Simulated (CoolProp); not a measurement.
Properties of R142b along the isotherm 364.3 K.

Values from CoolProp's reference Helmholtz-energy equation of state, Lemmon 2006. It is a short technical equation, of lower accuracy than the large ones.

```csv
p (MPa),phase,cv (kJ/(kg K)),speed of sound (m/s),Joule-Thomson coefficient (K/MPa),expansivity (1/kK),viscosity (µPa s),Prandtl number
0.127,gas,0.8605,179.4,13.64,2.897,12.7,0.751
0.253,gas,0.8653,177.0,13.95,3.065,12.7,0.758
0.38,gas,0.8706,174.4,14.29,[?],12.7,0.767
0.507,gas,0.8763,171.7,14.65,[?],12.7,0.777
0.634,gas,0.8825,[?],15.04,3.702,12.8,0.787
0.76,gas,0.8892,[?],15.45,3.971,12.8,0.800
0.887,gas,0.8967,163.0,15.90,4.284,12.9,0.813
1.01,gas,0.9046,159.9,16.38,4.635,12.9,0.828
1.14,gas,0.9138,156.4,16.93,5.073,13.0,0.846
1.27,gas,0.9241,152.7,17.55,5.602,13.1,0.868
1.39,gas,0.9347,149.1,18.19,6.200,13.2,0.891
1.52,gas,0.9477,144.8,18.98,7.015,13.3,0.921
1.65,gas,0.9627,140.1,19.90,8.089,13.5,0.960
1.9,liquid,0.9746,360.4,0.4978,4.760,[?],3.05
2.03,liquid,0.9742,363.2,0.4818,4.691,114,3.04
```

Task: What belongs in the gaps?

Result: 
- 0.38, expansivity (1/kK): 3.253
- 0.507, expansivity (1/kK): 3.463
- 0.634, speed of sound (m/s): 169.0
- 0.76, speed of sound (m/s): 166.1
- 1.9, viscosity (µPa s): 113

Viscosity comes from a separate model (Huber 2003), an estimate that may be off by 10 % or more. Thermal conductivity comes from a separate model (Huber 2003), an estimate that may be off by 10 % or more.
